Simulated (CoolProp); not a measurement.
Computed with CoolProp (reference Helmholtz-energy equation of state, Thol 2017).

**Question.** For decamethyltetrasiloxane (MD2M), give the phase and the Z, cv (kJ/(kg K)), speed of sound (m/s), isothermal compressibility (1/MPa) at -59.55 °C and 355 kPa; 294.35 °C and 321 kPa; 205.45 °C and 150 kPa.

**Answer.** 
- -59.55 °C and 355 kPa: liquid; Z 0.0664, cv 1.21, speed of sound 1250, isothermal compressibility 0.000872
- 294.35 °C and 321 kPa: gas; Z 0.878, cv 1.96, speed of sound 109, isothermal compressibility 3.60
- 205.45 °C and 150 kPa: liquid; Z 0.0179, cv 1.86, speed of sound 404, isothermal compressibility 0.0108
